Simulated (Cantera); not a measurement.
Catalytic combustion on Pt

An isothermal plug-flow reactor at 1023 K and 0.540 bar (inlet), inlet velocity 0.086 m/s, active area per volume 190 1/m; feed 0.298 % CH4, 1.49 % O2, 98.2 % N2.

Model: Deutschmann's 1995 Pt surface mechanism with GRI-Mech 3.0 gas chemistry, integrated in Cantera. Catalytic surfaces can have several steady states; this one follows from the mechanism file's or the stated starting coverage. Mass transfer to the wall is taken as infinitely fast.

```
z (m)       x CH4     x O2     x H2O     x CO2      x CO  θ free Pt   θ O*     θ OH*
-------  --------  -------  --------  --------  --------  ---------  -----  --------
0.0002    0.00259   0.0141  0.000777  0.000386   2.19e-6      0.382  0.618  0.000433
0.00036   0.00232   0.0136   0.00133  0.000664   1.96e-6      0.384  0.616  0.000556
0.00064   0.00189   0.0127   0.00218   0.00109   1.62e-6      0.387  0.612  0.000703
0.0011    0.00135   0.0117   0.00327   0.00163   1.16e-6      0.392  0.608  0.000858
0.002    0.000677   0.0103   0.00460   0.00230   5.94e-7      0.398  0.601   0.00102
0.0036   0.000191  0.00935   0.00557   0.00278   1.70e-7      0.402  0.596   0.00112
0.0064    2.00e-5  0.00901   0.00591   0.00295   1.85e-8      0.404  0.595   0.00115
0.011     4.88e-7  0.00897   0.00595   0.00297  9.68e-10      0.404  0.594   0.00116
0.02     3.56e-10  0.00897   0.00595   0.00297  3.62e-10      0.404  0.594   0.00116
```
x: gas mole fraction; θ: surface coverage.
